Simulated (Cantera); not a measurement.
An isothermal, constant-pressure homogeneous reactor starts with NO : N2 = 1 : 0.45 (molar parts), at 1973 K and 2670 Pa. Integrator tolerance rtol = 1e-08.

Model: GRI-Mech 3.0 (53 species, 325 reactions), integrated in Cantera. Radical loss at walls, strong at low pressure, is not modelled.

### Question
What does this change do: N2 0.45 to 1.5 parts?

### Answer
```
quantity                                           before                                     after
----------------  ---------------------------------------  ----------------------------------------
x(NO) at 8.00 s     0.321 (gas-phase equilibrium 0.00824)     0.240 (gas-phase equilibrium 0.00692)
x(NO2) at 8.00 s  8.69e-5 (gas-phase equilibrium 3.08e-6)   4.27e-5 (gas-phase equilibrium 1.97e-6)
x(N2O) at 8.00 s  2.76e-5 (gas-phase equilibrium 6.89e-8)   1.79e-5 (gas-phase equilibrium 6.40e-8)
x(O) at 8.00 s    0.00148 (gas-phase equilibrium 0.00195)  0.000990 (gas-phase equilibrium 0.00148)
x(N2) at 8.00 s       0.494 (gas-phase equilibrium 0.650)       0.680 (gas-phase equilibrium 0.796)
x(O2) at 8.00 s       0.183 (gas-phase equilibrium 0.339)      0.0794 (gas-phase equilibrium 0.196)
```

### Question
What does this change do: NO 1 to 6.6 parts?

### Answer
| quantity | before | after |
|---|---|---|
| x(NO) at 8.00 s | 0.321 (gas-phase equilibrium 0.00824) | 0.364 (gas-phase equilibrium 0.00865) |
| x(NO2) at 8.00 s | 8.69e-5 (gas-phase equilibrium 3.08e-6) | 0.000123 (gas-phase equilibrium 3.78e-6) |
| x(N2O) at 8.00 s | 2.76e-5 (gas-phase equilibrium 6.89e-8) | 3.21e-5 (gas-phase equilibrium 6.51e-8) |
| x(O) at 8.00 s | 0.00148 (gas-phase equilibrium 0.00195) | 0.00183 (gas-phase equilibrium 0.00227) |
| x(N2) at 8.00 s | 0.494 (gas-phase equilibrium 0.650) | 0.350 (gas-phase equilibrium 0.527) |
| x(O2) at 8.00 s | 0.183 (gas-phase equilibrium 0.339) | 0.285 (gas-phase equilibrium 0.462) |

### Question
What does this change do: temperature 1973 to 1850 K?

### Answer
| quantity | before | after |
|---|---|---|
| x(NO) at 8.00 s | 0.321 (gas-phase equilibrium 0.00824) | 0.587 (gas-phase equilibrium 0.00571) |
| x(NO2) at 8.00 s | 8.69e-5 (gas-phase equilibrium 3.08e-6) | 0.000103 (gas-phase equilibrium 2.69e-6) |
| x(N2O) at 8.00 s | 2.76e-5 (gas-phase equilibrium 6.89e-8) | 0.000112 (gas-phase equilibrium 4.84e-8) |
| x(O) at 8.00 s | 0.00148 (gas-phase equilibrium 0.00195) | 0.000312 (gas-phase equilibrium 0.000694) |
| x(N2) at 8.00 s | 0.494 (gas-phase equilibrium 0.650) | 0.361 (gas-phase equilibrium 0.652) |
| x(O2) at 8.00 s | 0.183 (gas-phase equilibrium 0.339) | 0.0509 (gas-phase equilibrium 0.342) |
